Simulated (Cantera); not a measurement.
Charge: 1 mol CH4, 0.095 mol NH3, 50 mol H2, equilibrated at 0.100 bar.

These are equilibrium values from Cantera (NASA tables, ideal gas, pure condensed phases), not measurements of a reactor. Candidate condensed phases: C, C6H6, C7H8, C8H18; 92 gas species. Rates play no part.

x: gas mole fraction; n: condensed amount in mol.

| T (°C) | x H2 | x H | x C2H2 (acetylene) | x HCN | n C(graphite) |
|---|---|---|---|---|---|
| 1800 | 0.989 | 0.00827 | 0.00121 | 0.000491 | 0.843 |
| 1875 | 0.984 | 0.0131 | 0.00188 | 0.000605 | 0.766 |
| 1950 | 0.976 | 0.0200 | 0.00283 | 0.000723 | 0.657 |
| 2025 | 0.965 | 0.0297 | 0.00413 | 0.000840 | 0.510 |
| 2100 | 0.950 | ? | ? | ? | ? |
| 2175 | 0.930 | ? | 0.00804 | 0.00104 | ? |
| 2250 | 0.906 | 0.0837 | 0.00843 | 0.00105 | 0 |

**Question.** What belongs in the gaps?

**Answer.** 
- 2175, x H: 0.0607
- 2175, n C(graphite): 0.0594
- 2100, x H: 0.0430
- 2100, x C2H2 (acetylene): 0.00584
- 2100, x HCN: 0.000947
- 2100, n C(graphite): 0.314
